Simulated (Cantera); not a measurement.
What does this Cantera script print?

```python
import numpy as np
import cantera as ct

gas = ct.Solution("gri30.yaml")


def delay(T, t_max=10):
    gas.TPX = T, 260000, {'CH4': 1, 'CO': 0.15, 'O2': 4.15, 'N2': 15.6}
    reactor = ct.IdealGasConstPressureReactor(gas, clone=False)
    net = ct.ReactorNet([reactor])
    net.rtol, net.atol = 1e-8, 1e-16
    while net.time < t_max:
        t_old, T_old = net.time, reactor.T
        net.step()
        if reactor.T > T + 400:  # ignition: a rise of 400 K
            return t_old + (T + 400 - T_old) / (reactor.T - T_old) * (net.time - t_old)
    return np.nan


taus = []
for T in [1175, 1225, 1275, 1325, 1375, 1425, 1475, 1525]:
    taus.append(delay(T))
    print(f"T0 = {T:6g} K   tau = {taus[-1]:.4e} s")
```

Result:

```
T0 =   1175 K   tau = 2.0237e-02 s
T0 =   1225 K   tau = 1.0107e-02 s
T0 =   1275 K   tau = 5.2480e-03 s
T0 =   1325 K   tau = 2.8284e-03 s
T0 =   1375 K   tau = 1.5813e-03 s
T0 =   1425 K   tau = 9.1718e-04 s
T0 =   1475 K   tau = 5.5211e-04 s
T0 =   1525 K   tau = 3.4493e-04 s
```

Cantera simulation using GRI-Mech 3.0 (53 species, 325 reactions); the numbers are that mechanism's predictions, not measurements.
